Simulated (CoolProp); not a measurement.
A closed Brayton cycle with dry air: compressor inlet 325.15 K and 7.5 MPa, high pressure 19.5 MPa, turbine inlet 675 K, compressor efficiency 0.85, turbine efficiency 0.85, recuperator effectiveness 0 (on enthalpy, no pinch check). Each further row changes one setting.

Values from CoolProp's reference Helmholtz-energy equation of state, Lemmon 2000. It is a pseudo-pure fit of the blend.

```json
[
 {"case": "as stated", "thermal efficiency (%)": "7.9", "net work (kJ/kg)": "20.1", "compressor to turbine work": "0.86", "compressor exit (K)": "446.4", "turbine exit (K)": "542.4"},
 {"case": "turbine inlet 625 K", "thermal efficiency (%)": "[?]", "net work (kJ/kg)": "[?]", "compressor to turbine work": "[?]", "compressor exit (K)": "446.4", "turbine exit (K)": "[?]"},
 {"case": "compressor inlet 335.15 K", "thermal efficiency (%)": "6.7", "net work (kJ/kg)": "15.9", "compressor to turbine work": "0.89", "compressor exit (K)": "459.9", "turbine exit (K)": "542.4"},
 {"case": "high pressure 16.6 MPa", "thermal efficiency (%)": "8.0", "net work (kJ/kg)": "[?]", "compressor to turbine work": "[?]", "compressor exit (K)": "423.6", "turbine exit (K)": "562.7"},
 {"case": "recuperator effectiveness 0.5", "thermal efficiency (%)": "[?]", "net work (kJ/kg)": "20.1", "compressor to turbine work": "0.86", "compressor exit (K)": "446.4", "turbine exit (K)": "542.4"}
]
```

**Question.** Some entries are withheld; supply them.

**Answer.** 
- turbine inlet 625 K, thermal efficiency (%): 4.6
- turbine inlet 625 K, net work (kJ/kg): 9.11
- turbine inlet 625 K, compressor to turbine work: 0.93
- turbine inlet 625 K, turbine exit (K): 500.8
- high pressure 16.6 MPa, net work (kJ/kg): 22.0
- high pressure 16.6 MPa, compressor to turbine work: 0.82
- recuperator effectiveness 0.5, thermal efficiency (%): 10.0
